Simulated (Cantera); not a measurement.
**Silicon carbide growth: SiCl₄ + C₂H₄ + H₂**

Feed: 1 mol SiCl₄, 0.051 mol C₂H₄, 160 mol H₂, equilibrated at 0.130 bar.

Cantera equilibrium calculation (NASA polynomials, part measured and part estimated; ideal gas, pure solids and liquids). Candidate condensed phases: C, C₆H₆, C₇H₈, C₈H₁₈, Si, SiC; 109 gas species. Mutual solubility and eutectic melting of coexisting phases are not modelled. The tables' values for SiCl are old estimates; treat these amounts as uncertain. Gases not in the tables: Si₂H₆ and higher silanes. Equilibrium is a limit: real reactors are often held back by kinetics, nucleation or transport.

From 1725 K to 2175 K the condensed part is Si(l) + SiC(s). At 2225 K the condensed part is SiC(s). From 2275 K to 2375 K nothing is condensed. The main Si-bearing gas is SiCl₂ at 1725 K and Si at 2375 K.

```
T (K)   x H₂       x H   x HCl      x Si   x SiCl₂      x Cl  n Si(l)  n SiC(s)
-----  -----  --------  ------  --------  --------  --------  -------  --------
1725   0.976  0.000509  0.0214   7.81e-6   0.00162   8.63e-6    0.628     0.102
1775   0.976  0.000793  0.0216   1.69e-5   0.00153   1.35e-5    0.639     0.102
1825   0.976   0.00121  0.0217   3.50e-5   0.00144   2.05e-5    0.646     0.101
1875   0.975   0.00179  0.0218   6.97e-5   0.00137   3.05e-5    0.647     0.101
1925   0.974   0.00262  0.0219  0.000134   0.00130   4.43e-5    0.640     0.101
1975   0.972   0.00374  0.0220  0.000249   0.00123   6.33e-5    0.620    0.1000
2025   0.971   0.00526  0.0221  0.000448   0.00117   8.88e-5    0.581    0.0982
2075   0.968   0.00727  0.0221  0.000784   0.00111  0.000122    0.510    0.0946
2125   0.965   0.00989  0.0221   0.00134   0.00105  0.000166    0.393    0.0876
2175   0.960    0.0133  0.0220   0.00222  0.000996  0.000222    0.204    0.0742
2225   0.955    0.0176  0.0220   0.00328  0.000871  0.000294        0    0.0500
2275   0.948    0.0229  0.0224   0.00373  0.000616  0.000390        0         0
2325   0.941    0.0296  0.0226   0.00410  0.000425  0.000510        0         0
2375   0.933    0.0378  0.0226   0.00440  0.000290  0.000654        0         0
```
x: gas mole fraction; n: condensed amount in mol.
